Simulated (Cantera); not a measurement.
## Ignition delay

Mixture: CH4 : O2 : N2 = 1 : 4.44 : 16.7 (molar parts), equivalence ratio 0.45, at 0.424 atm, adiabatic and at constant pressure. Ignition delay is the time to a rise of 400 K.

Detailed kinetics in Cantera: GRI-Mech 3.0 (53 species, 325 reactions).

```json
[
 {"T0 (K)": "1273", "delay (ms)": "21.2"},
 {"T0 (K)": "1323", "delay (ms)": "11.2"},
 {"T0 (K)": "1373", "delay (ms)": "6.25"},
 {"T0 (K)": "1423", "delay (ms)": "3.69"},
 {"T0 (K)": "1473", "delay (ms)": "2.30"},
 {"T0 (K)": "1523", "delay (ms)": "1.50"},
 {"T0 (K)": "1573", "delay (ms)": "1.02"},
 {"T0 (K)": "1623", "delay (ms)": "0.713"},
 {"T0 (K)": "1673", "delay (ms)": "0.512"}
]
```

- apparent activation energy between 1573 and 1673 K: 150 kJ/mol
